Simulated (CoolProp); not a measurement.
Vapour-liquid equilibrium of R125 (1) + R152A (2) at 284.2 K; x and y are mole fractions of (1).

Computed with CoolProp (multi-fluid Helmholtz-energy mixture model, Lemmon 2005 and Outcalt 1996; pair parameters Bell 2016).

```tsv
x	bubble pressure, mixture model (MPa)	bubble pressure, Raoult's law (MPa)	y, mixture model	y, Raoult's law
0.05	0.4139	0.4135	?	0.113
0.2	0.4920	0.4961	0.348	0.378
0.35	0.5666	0.5788	?	0.567
0.5	?	0.6615	?	0.708
0.65	0.7232	0.7441	?	0.818
0.8	0.8105	0.8268	0.892	0.907
0.95	?	0.9094	0.976	0.979
```

Question: Some entries are withheld; supply them.

Answer: 
- 0.05, y, mixture model: 0.106
- 0.35, y, mixture model: 0.525
- 0.5, bubble pressure, mixture model (MPa): 0.6425
- 0.5, y, mixture model: 0.669
- 0.65, y, mixture model: 0.790
- 0.95, bubble pressure, mixture model (MPa): 0.9044

The largest gap from Raoult's law is -2.9 % in bubble pressure, at x = 0.5. No azeotrope shows between x = 0.05 and 0.95.

Pair parameters are fitted to limited data, so mixtures are less certain than the pure fluids.
